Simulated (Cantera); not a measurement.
**FeS + H2S + O2 (roasting and sulfation)**

Charge: 1 mol FeS, 1.8 mol H2S, 0.037 mol O2, at 11.0 bar.

These are equilibrium values from Cantera (NASA tables, ideal gas, pure condensed phases), not measurements of a reactor. Candidate condensed phases: Fe, FeO, Fe(OH)2, Fe(OH)3, FeS, FeSO4, FeS2, Fe2O3, Fe2(SO4)3, Fe3O4, H2O, H2SO4, S; 22 gas species. FeS: taken at fixed stoichiometry. Gases not in the tables: S3 to S7. Rates play no part.

```
T (K)  x H2S    x H2    x S2   x H2O      x SH  n FeS(s)  n FeS(l)
-----  -----  ------  ------  ------  --------  --------  --------
1000   0.921  0.0126  0.0263  0.0400   1.49e-5      1.00         0
1075   0.904  0.0239  0.0318  0.0398   4.23e-5      1.00         0
1150   0.880  0.0403  0.0398  0.0394  0.000106      1.00         0
1225   0.849  0.0616  0.0502  0.0390  0.000236      1.00         0
1300   0.810  0.0877  0.0629  0.0385  0.000481      1.00         0
1375   0.766   0.118  0.0776  0.0378  0.000902      1.00         0
1450   0.716   0.151  0.0937  0.0372   0.00157      1.00         0
1525   0.664   0.186   0.111  0.0364   0.00257         0      1.00
1600   0.610   0.223   0.128  0.0357   0.00397         0      1.00
1675   0.555   0.259   0.145  0.0349   0.00584         0      1.00
1750   0.503   0.293   0.161  0.0341   0.00824         0      1.00
```
x: gas mole fraction; n: condensed amount in mol.

From 1000 K to 1450 K the condensed part is FeS(s). From 1525 K to 1750 K the condensed part is FeS(l).
